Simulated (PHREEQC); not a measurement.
Consider water at 25 °C with 0.029 mol/kgw HF, 0.0097 mol/kgw KF, 0.0013 mol/kgw (NH4)2SiF6 and 0.00062 mol/kgw H2SO4. Closed to the air; pH follows from the charge balance.

Computed with PHREEQC (ion-association model, phreeqc.dat).

| quantity | before | after |
|---|---|---|
| pH | 2.68 | 2.81 |
| ionic strength (mol/kgw) | 0.0164 | 0.0158 |
| HF (mol/kgw) | 0.0268 | 0.0273 |
| F- (mol/kgw) | 0.00984 | 0.00921 |
| HF2- (mol/kgw) | 0.00101 | 0.00108 |
| SO4-2 (mol/kgw) | 0.000516 | 0.000499 |
| SI of Quartz (SiO2) | -6.19 | -5.05 |

Problem. Name the change that produced these shifts.
A) temperature from 25 to 45 °C
B) 0.0021 mol/kgw FeSO4 added
C) H2SO4 from 0.00062 to 0.0031 mol/kgw
D) temperature from 25 to 10 °C
E) KF replaced by KHCO3 at the same molality

Solution. A, temperature from 25 to 45 °C

This is a speciation only: nothing precipitates in the calculation. At this temperature some constants are extrapolated from 25 °C, and those without enthalpy data are left unchanged. SiF6-2 is the database's only silicon fluoride.
